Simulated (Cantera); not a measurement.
Cantera run:

```python
import numpy as np
import cantera as ct

gas_names = """
    Fe H H2 H2S N NH NH2 NH3 N2 N2H2 N2H4 S SH SN S2 S8
""".split()
cond_names = """
    Fe(a) Fe(c) Fe(d) Fe(L) FeS(a) FeS(b) FeS(c) FeS(L) FeS2(s) S(cr1) S(cr2) S(L)
""".split()


# ... load() reads the species with a 1 bar reference pressure and builds the phases ...
atoms = {
    'Fe': {'Fe': 1},
    'H2S': {'H': 2, 'S': 1},
    'N2': {'N': 2},
}
top_T = {'FeS2(s)': 1010}  # K; cautious upper limits of use, not melting points


# ... equilibrate(T, P, feed) seeds the gas with the atoms and calls Mixture.equilibrate('TP', solver="vcs", rtol=1e-11, max_steps=5000) ...
results = []
feed = {'Fe': 1, 'H2S': 0.0025, 'N2': 46}  # mol
P = 1000  # Pa
for T in [1573, 1623, 1673, 1723, 1773, 1823, 1873, 1923]:
    mix = equilibrate(T, P, feed)
    results.append((T, P, feed, dict(zip(mix.species_names, mix.species_moles))))
    x = sorted(zip(gas.X, gas.species_names), reverse=True)
    print(f"T = {T:g} K  P = {P:g} Pa  gas = {mix.phase_moles(0):.4g} mol")
    print("   x: " + "  ".join(f"{s} {v:.3e}" for v, s in x if v > 0.001))
    print("   condensed (mol): " + ("  ".join(f"{mix.phase(i).name} {mix.phase_moles(i):.4g}"
          for i in range(1, mix.n_phases) if mix.phase_moles(i) > 1e-12) or "none"))
```

It prints:

```
T = 1573 K  P = 1000 Pa  gas = 46.01 mol
   x: N2 9.998e-01
   condensed (mol): Fe(c) 0.997
T = 1623 K  P = 1000 Pa  gas = 46.01 mol
   x: N2 9.997e-01
   condensed (mol): Fe(c) 0.9923
T = 1673 K  P = 1000 Pa  gas = 46.02 mol
   x: N2 9.995e-01
   condensed (mol): Fe(d) 0.9815
T = 1723 K  P = 1000 Pa  gas = 46.05 mol
   x: N2 9.990e-01
   condensed (mol): Fe(d) 0.958
T = 1773 K  P = 1000 Pa  gas = 46.1 mol
   x: N2 9.979e-01  Fe 1.977e-03
   condensed (mol): Fe(d) 0.9089
T = 1823 K  P = 1000 Pa  gas = 46.19 mol
   x: N2 9.958e-01  Fe 4.071e-03
   condensed (mol): Fe(L) 0.812
T = 1873 K  P = 1000 Pa  gas = 46.37 mol
   x: N2 9.920e-01  Fe 7.906e-03
   condensed (mol): Fe(L) 0.6334
T = 1923 K  P = 1000 Pa  gas = 46.7 mol
   x: N2 9.851e-01  Fe 1.481e-02
   condensed (mol): Fe(L) 0.3086
```

Equilibrium computed with Cantera from the NASA thermochemical tables; the gas is ideal and each condensed phase is pure.
